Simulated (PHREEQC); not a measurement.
A made-up water analysis in mg/L, 25 °C, pH 5.74, pe 8.6:

```json
[
 {"constituent": "Na", "mg/L": "0.000687"},
 {"constituent": "K", "mg/L": "0.103"},
 {"constituent": "Ca", "mg/L": "0.0528"},
 {"constituent": "Mg", "mg/L": "0.019"},
 {"constituent": "Cl", "mg/L": "0.0223"},
 {"constituent": "S(6) as SO4", "mg/L": "0.272"},
 {"constituent": "Alkalinity as HCO3", "mg/L": "0.0338"},
 {"constituent": "Ba", "mg/L": "0.00133"}
]
```

Valence states are taken as typed.

The numbers come from PHREEQC with the ion-association model, wateq4f.dat.

This is a speciation only: nothing precipitates in the calculation.

Problem. Estimate the ionic strength, charge-balance error.

Solution. ionic strength 1.36e-5 mol/kgw; charge-balance error 0.2 %.

Problem. In which forms is C present?

Solution. CO2 80 %, HCO3- 20 % of the C.

Species that the database lacks are ignored.
